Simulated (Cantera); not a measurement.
A closed system holds: 1 mol PH3, 3.7 mol O2, 0.67 mol N2, held at 3248 K and 101000 Pa.

Cantera equilibrium calculation (NASA polynomials, part measured and part estimated; ideal gas, pure solids and liquids). Candidate condensed phases: H2O, P, P4O10; 32 gas species. Gases not in the tables: HPO2, HPO3 and P4O6. Equilibrium is a limit: real reactors are often held back by kinetics, nucleation or transport.

Base state: O2 0.261, H2O 0.140, PO2 0.129, O 0.126, OH 0.108, N2 0.0976, H 0.0515, PO 0.0350 (mole fractions); condensed: gas only.

**Question.** What changes in the equilibrium state with this change: temperature from 3248 K to 2325 K?

**Answer.** 
```tsv
species	before	after
O2	0.261	0.369
H2O	0.140	0.282
PO2	0.129	0.193
O	0.126	0.00346
H	0.0515	0.000363
PO	0.0350	0.000691
H2	0.0264	0.00110
OH	0.108	0.0155
NO	0.0247	0.00874
N2	0.0976	0.126
P	5.44e-5	5.03e-9
N	1.89e-5	1.80e-8
HO2	9.01e-5	2.26e-5
```
